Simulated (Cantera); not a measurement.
An isothermal, constant-pressure homogeneous reactor starts with H₂ : O₂ = 0.022 : 1 (molar parts), equivalence ratio 0.011, at 1000 K and 0.0267 bar.

Cantera simulation using GRI-Mech 3.0 (53 species, 325 reactions); the numbers are that mechanism's predictions, not measurements. Radical loss at walls, strong at low pressure, is not modelled.

x: mole fraction; the columns are a selection and need not sum to one.

```json
[
 {"t (s)": "9.00e-6", "x H₂": "0.0215", "x O₂": "0.978", "x H": "3.44e-12", "x H₂O": "<1e-12", "x OH": "<1e-12", "x O": "<1e-12", "x H₂O₂": "<1e-12"},
 {"t (s)": "2.56e-5", "x H₂": "0.0215", "x O₂": "0.978", "x H": "8.75e-12", "x H₂O": "<1e-12", "x OH": "1.69e-12", "x O": "1.78e-12", "x H₂O₂": "<1e-12"},
 {"t (s)": "7.26e-5", "x H₂": "0.0215", "x O₂": "0.978", "x H": "1.99e-11", "x H₂O": "2.50e-12", "x OH": "1.03e-11", "x O": "1.19e-11", "x H₂O₂": "<1e-12"},
 {"t (s)": "0.000206", "x H₂": "0.0215", "x O₂": "0.978", "x H": "4.72e-11", "x H₂O": "3.73e-11", "x OH": "5.06e-11", "x O": "7.22e-11", "x H₂O₂": "<1e-12"},
 {"t (s)": "0.000586", "x H₂": "0.0215", "x O₂": "0.978", "x H": "2.14e-10", "x H₂O": "5.77e-10", "x OH": "3.19e-10", "x O": "5.83e-10", "x H₂O₂": "<1e-12"},
 {"t (s)": "0.00166", "x H₂": "0.0215", "x O₂": "0.978", "x H": "8.49e-9", "x H₂O": "3.57e-8", "x OH": "1.36e-8", "x O": "2.69e-8", "x H₂O₂": "<1e-12"},
 {"t (s)": "0.00472", "x H₂": "0.0203", "x O₂": "0.978", "x H": "0.000234", "x H₂O": "0.000944", "x OH": "0.000322", "x O": "0.000658", "x H₂O₂": "2.47e-8"},
 {"t (s)": "0.0134", "x H₂": "___", "x O₂": "0.973", "x H": "___", "x H₂O": "0.0209", "x OH": "___", "x O": "___", "x H₂O₂": "___"},
 {"t (s)": "0.0381", "x H₂": "___", "x O₂": "0.977", "x H": "___", "x H₂O": "0.0216", "x OH": "___", "x O": "___", "x H₂O₂": "___"},
 {"t (s)": "0.108", "x H₂": "4.27e-6", "x O₂": "0.978", "x H": "3.14e-6", "x H₂O": "0.0217", "x OH": "7.85e-5", "x O": "0.000161", "x H₂O₂": "5.40e-8"},
 {"t (s)": "0.307", "x H₂": "5.57e-7", "x O₂": "0.978", "x H": "1.78e-7", "x H₂O": "0.0217", "x OH": "3.04e-5", "x O": "2.35e-5", "x H₂O₂": "2.95e-8"},
 {"t (s)": "0.873", "x H₂": "7.76e-8", "x O₂": "0.978", "x H": "1.25e-8", "x H₂O": "0.0218", "x OH": "1.26e-5", "x O": "3.97e-6", "x H₂O₂": "1.22e-8"},
 {"t (s)": "2.48", "x H₂": "1.34e-8", "x O₂": "0.978", "x H": "1.21e-9", "x H₂O": "0.0218", "x OH": "5.81e-6", "x O": "8.36e-7", "x H₂O₂": "4.30e-9"},
 {"t (s)": "7.04", "x H₂": "3.01e-9", "x O₂": "0.978", "x H": "1.55e-10", "x H₂O": "0.0218", "x OH": "2.93e-6", "x O": "2.13e-7", "x H₂O₂": "1.47e-9"},
 {"t (s)": "20.0", "x H₂": "8.12e-10", "x O₂": "0.978", "x H": "2.41e-11", "x H₂O": "0.0218", "x OH": "1.57e-6", "x O": "6.17e-8", "x H₂O₂": "5.01e-10"}
]
```

### Question
Complete the blanks.

### Answer

- 0.0134, x H₂: 0.000215
- 0.0134, x H: 0.000681
- 0.0134, x OH: 0.000555
- 0.0134, x O: 0.00487
- 0.0134, x H₂O₂: 1.15e-7
- 0.0381, x H₂: 2.97e-5
- 0.0381, x H: 5.27e-5
- 0.0381, x OH: 0.000204
- 0.0381, x O: 0.00104
- 0.0381, x H₂O₂: 7.53e-8
